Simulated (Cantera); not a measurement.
Feed: 1 mol PbO, 3.6 mol N2, at 1.60 bar.

Cantera equilibrium calculation (NASA polynomials, part measured and part estimated; ideal gas, pure solids and liquids). Candidate condensed phases: Pb, PbO, PbO2, Pb3O4; 12 gas species. Gases not in the tables: (PbO)n polymers. Kinetics and transport are ignored.

Question: Which condensed phases are stable at each of these points (T (°C)): 425, 500, 575, 650, 725, 800, 875, 950, 1025, 1100, 1175?

Answer: 
| T (°C) | condensed phases | Pb condensed (%) |
|---|---|---|
| 425 | PbO(red) | 100.0 |
| 500 | PbO(yellow) | 100.0 |
| 575 | PbO(yellow) | 100.0 |
| 650 | PbO(yellow) | 100.0 |
| 725 | PbO(yellow) | 100.0 |
| 800 | PbO(yellow) | 100.0 |
| 875 | PbO(yellow) | 100.0 |
| 950 | PbO(l) | 100.0 |
| 1025 | PbO(l) | 99.9 |
| 1100 | PbO(l) | 99.6 |
| 1175 | PbO(l) | 98.8 |

At 425 °C the condensed part is PbO(red). From 500 °C to 875 °C the condensed part is PbO(yellow). From 950 °C to 1175 °C the condensed part is PbO(l).
